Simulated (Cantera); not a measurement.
An adiabatic, constant-volume homogeneous reactor starts with CH₄ : O₂ : N₂ = 1 : 0.952 : 9.52 (molar parts), at 1500 K and 5.33 atm. Integrator tolerance rtol = 1e-08.

Computed with Cantera and GRI-Mech 3.0 (53 species, 325 reactions).

```json
[
 {"quantity": "time of steepest temperature rise", "before": "1.10 ms", "after": "1.28 ms"},
 {"quantity": "temperature at 2.00 s", "before": "2246 K", "after": "1993 K"},
 {"quantity": "equilibrium temperature", "before": "2246 K", "after": "1993 K"},
 {"quantity": "x(CH₄) at 2.00 s", "before": "7.89e-10 (gas-phase equilibrium 8.91e-10)", "after": "4.78e-8 (gas-phase equilibrium 5.32e-8)"},
 {"quantity": "x(O₂) at 2.00 s", "before": "1.15e-7 (gas-phase equilibrium 1.15e-7)", "after": "3.31e-10 (gas-phase equilibrium 3.31e-10)"},
 {"quantity": "x(C₂H₄) at 2.00 s", "before": "<1e-12 (gas-phase equilibrium <1e-12)", "after": "<1e-12 (gas-phase equilibrium <1e-12)"},
 {"quantity": "x(HCO) at 2.00 s", "before": "1.03e-7 (gas-phase equilibrium 1.03e-7)", "after": "6.58e-8 (gas-phase equilibrium 6.58e-8)"},
 {"quantity": "x(NO) at 2.00 s", "before": "1.02e-5 (gas-phase equilibrium 1.02e-5)", "after": "7.96e-7 (gas-phase equilibrium 2.81e-7)"},
 {"quantity": "x(HCN) at 2.00 s", "before": "5.46e-7 (gas-phase equilibrium 5.46e-7)", "after": "9.27e-6 (gas-phase equilibrium 3.24e-6)"}
]
```

### Question
Which change was made?
A. pressure from 5.33 atm to 4.93 atm
B. CH4 1 to 1.4 parts
C. O2 0.952 to 2 parts
D. N2 9.52 to 17 parts

### Answer
B, CH4 1 to 1.4 parts
